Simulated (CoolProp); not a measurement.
Vapour-liquid equilibrium of R125 (1) + R143a (2) at 222 K; x and y are mole fractions of (1).

Computed with CoolProp (multi-fluid Helmholtz-energy mixture model, Lemmon 2005 and Lemmon and Jacobsen 2000; pair parameters Lemmon 2004).

Q: Give the bubble pressure and the first vapour's composition at x = 0.425, 0.5, 0.875. Is there an azeotrope?

A: x = 0.425: 0.8154 bar, y = 0.427; x = 0.5: 0.8169 bar, y = 0.508; x = 0.875: 0.8502 bar, y = 0.892. y crosses x between x = 0.35 and 0.425: the model has an azeotrope there.

Pair parameters are fitted to limited data, so mixtures are less certain than the pure fluids.
